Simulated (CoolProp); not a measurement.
Vapour-liquid equilibrium of toluene (1) + p-xylene (2) at 367.4 K; x and y are mole fractions of (1).

Computed with CoolProp (multi-fluid Helmholtz-energy mixture model, Lemmon 2006 and Zhou 2012; pair parameters Bell 2016).

**Question.** Give the bubble pressure and the first vapour's composition at x = 0.35, 0.5, 0.725. Is there an azeotrope?

**Answer.** x = 0.35: 0.03909 MPa, y = 0.558; x = 0.5: 0.04452 MPa, y = 0.700; x = 0.725: 0.05253 MPa, y = 0.858. No azeotrope shows between x = 0.05 and 0.95.

The pair parameters rest on a limited set of measurements; away from them the model extrapolates.
